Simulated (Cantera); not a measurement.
An adiabatic, constant-pressure homogeneous reactor starts with CH4 : O2 : N2 = 1 : 5.71 : 21.5 (molar parts), equivalence ratio 0.35, at 1773 K and 24.7 atm. Integrator tolerance rtol = 1e-08.

Cantera simulation using GRI-Mech 3.0 (53 species, 325 reactions); the numbers are that mechanism's predictions, not measurements. The pressure lies above the range GRI-Mech 3.0 was tuned for (to about 10 atm).

**Question.** What does this change do: 2.3 parts H2 added?

**Answer.** 
| quantity | before | after |
|---|---|---|
| time of steepest temperature rise | 8.76 µs | 1.09 µs |
| temperature at 0.400 s | 2453 K | 2793 K |
| equilibrium temperature | 2453 K | 2793 K |
| x(CH4) at 0.400 s | <1e-12 (gas-phase equilibrium <1e-12) | <1e-12 (gas-phase equilibrium <1e-12) |
| x(O2) at 0.400 s | 0.122 (gas-phase equilibrium 0.122) | 0.0742 (gas-phase equilibrium 0.0742) |
| x(N2O) at 0.400 s | 4.29e-6 (gas-phase equilibrium 4.29e-6) | 5.53e-6 (gas-phase equilibrium 5.53e-6) |
| x(HCN) at 0.400 s | <1e-12 (gas-phase equilibrium <1e-12) | 1.05e-10 (gas-phase equilibrium 1.05e-10) |
| x(NO) at 0.400 s | 0.0158 (gas-phase equilibrium 0.0158) | 0.0207 (gas-phase equilibrium 0.0207) |
